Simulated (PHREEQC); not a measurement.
PHREEQC input (ion-association model, phreeqc.dat):

```
SOLUTION_SPECIES
  CO3-2 + 10 H+ + 8 e- = CH4 + 3 H2O  # shut off: no methane
    -log_k -100
    -delta_h 0
    -analytic -100
SOLUTION 1
  temp 25
  units mol/kgw
  pH 7 charge
  Cl 0.091
  Na 0.091
  C(4) 0.017
  K 0.034
END
SELECTED_OUTPUT 1
  -reset false
  -pH true
  -pe true
  -ionic_strength true
  -water true
  -totals C Cl K Na C(-4) C(4)
  -molalities H+ Na+ K+ Cl- CO3-2 OH- HCO3- CO2 (CO2)2 NaOH
    NaCO3- NaHCO3
  -saturation_indices Halite Sylvite
USER_PUNCH 1
  -headings p_CO2(g) phi_CO2(g) p_H2O(g) phi_H2O(g) density
  10 PUNCH PR_P("CO2(g)"), PR_PHI("CO2(g)"), PR_P("H2O(g)"), PR_PHI("H2O(g)"), RHO
PRINT
  -reset false
USE solution 1
REACTION_TEMPERATURE 1
  100
GAS_PHASE 1
  -fixed_pressure
  -pressure 2
  -temperature 100
  -volume 20
  CO2(g) 2
  H2O(g) 0
END
# ... the last block is repeated for the other 12 points of P (atm)
```

Selected output (columns that matter, 13 of 13 rows; P (atm) added in front):

```
P (atm)	pH	mu	C	Cl	K	Na	m_H+	si_Halite	si_Sylvite	p_CO2(g)	phi_CO2(g)	p_H2O(g)	phi_H2O(g)	density
2	6.8031	0.127	0.044542	0.093187	0.034817	0.093187	1.9899e-07	-3.963	-3.9823	0.9998	0.99641	1.0002	0.98452	0.96436
5	6.2121	0.12619	0.074577	0.092412	0.034528	0.092412	7.7559e-07	-3.9687	-3.9893	3.9816	0.98738	1.0184	0.9682	0.96464
10	5.8682	0.1261	0.12374	0.092313	0.034491	0.092313	1.7119e-06	-3.9699	-3.9908	8.9516	0.97384	1.0484	0.94266	0.96518
20	5.5582	0.12618	0.21863	0.092359	0.034508	0.092359	3.4948e-06	-3.9706	-3.9916	18.888	0.94782	1.1115	0.89314	0.96625
30	5.3887	0.12632	0.30872	0.092461	0.034546	0.092461	5.1626e-06	-3.9709	-3.992	28.82	0.92259	1.1802	0.8451	0.96729
40	5.2742	0.12649	0.3938	0.092588	0.034593	0.092588	6.7205e-06	-3.9709	-3.9922	38.745	0.89807	1.2551	0.79844	0.9683
50	5.1891	0.12669	0.47376	0.092738	0.034649	0.092738	8.1733e-06	-3.9708	-3.9921	48.663	0.87424	1.337	0.75312	0.96927
75	5.0455	0.12733	0.65114	0.093215	0.034827	0.093215	1.1376e-05	-3.9695	-3.9911	73.421	0.81767	1.5789	0.64571	0.97156
100	4.9547	0.12822	0.79745	0.093877	0.035075	0.093877	1.4023e-05	-3.9667	-3.9886	98.113	0.76552	1.8874	0.5472	0.97367
150	4.8478	0.13095	1.0106	0.095903	0.035832	0.095903	1.7943e-05	-3.9553	-3.9778	147.24	0.67576	2.7628	0.38404	0.9774
200	4.787	0.13451	1.1511	0.09855	0.036821	0.09855	2.0651e-05	-3.939	-3.9623	196.06	0.60721	3.9353	0.27725	0.9807
300	4.7076	0.1407	1.3346	0.10317	0.038549	0.10317	2.4821e-05	-3.9124	-3.9373	293.48	0.52295	6.5152	0.17729	0.98658
400	4.6449	0.1449	1.4635	0.10635	0.039734	0.10635	2.8681e-05	-3.8972	-3.9236	390.95	0.48046	9.0506	0.13517	0.99194
```

At this temperature some constants are extrapolated from 25 °C, and those without enthalpy data are left unchanged.
